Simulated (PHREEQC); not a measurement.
A made-up water analysis in mmol/kgw, 25 °C, pH 6.27, pe 10.5:

```
constituent           mmol/kgw
--------------------  --------
Na                        6.07
K                      0.00555
Ca                        1.33
Mg                        0.14
Cl                        3.06
S(6)                      2.54
Alkalinity (meq/kgw)     0.678
Cd                       0.007
```

Valence states are taken as typed.

Computed with PHREEQC (ion-association model, wateq4f.dat).

No solid was allowed to form.

Task: Order these Mg species by the share of Mg that they hold, largest first: Mg+2, MgHCO3+, MgSO4.

Result: Mg+2 (81 %), MgSO4 (18 %), MgHCO3+ (0.42 %)

Task: Order these S species by the share of S that they hold, largest first: CaSO4, SO4-2, MgSO4, NaSO4-.

Result: SO4-2 (89 %), CaSO4 (8.3 %), NaSO4- (1.7 %), MgSO4 (1.0 %)

The pH is 6.27 and the ionic strength 0.0119 mol/kgw.
